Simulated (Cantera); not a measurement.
## Gas-phase reforming

A perfectly stirred reactor is fed with 25.6 % CH4, 51.3 % H2O, 23.1 % H2, at 45000 Pa; it is held at 2073 K, and followed from long to short residence time.

Computed with Cantera and GRI-Mech 3.0 (53 species, 325 reactions).

| τ (s) | x CH4 | x H2O | x H2 | x C2H2 | x HCO | x CO | x H |
|---|---|---|---|---|---|---|---|
| 1.4 | 0.000808 | 0.163 | 0.665 | 0.000133 | 7.70e-8 | 0.160 | 0.00311 |
| 0.46 | 0.00203 | 0.166 | 0.662 | 0.000815 | 8.91e-8 | 0.158 | 0.00308 |
| 0.15 | 0.00446 | 0.176 | 0.653 | 0.00366 | 1.14e-7 | 0.151 | 0.00304 |
| 0.049 | 0.00864 | 0.200 | 0.632 | 0.0116 | 1.62e-7 | 0.135 | 0.00295 |
| 0.016 | 0.0153 | 0.245 | 0.595 | 0.0263 | 2.53e-7 | 0.105 | 0.00280 |
| 0.0052 | 0.0259 | 0.305 | 0.543 | 0.0447 | 4.20e-7 | 0.0683 | 0.00257 |
| 0.0017 | 0.0436 | 0.366 | 0.485 | 0.0578 | 6.77e-7 | 0.0360 | 0.00227 |
| 0.00055 | 0.0744 | 0.414 | 0.426 | 0.0573 | 1.02e-6 | 0.0158 | 0.00193 |
| 0.00018 | 0.121 | 0.452 | 0.364 | 0.0417 | 1.35e-6 | 0.00600 | 0.00156 |
x: mole fraction; the columns are a selection and need not sum to one.
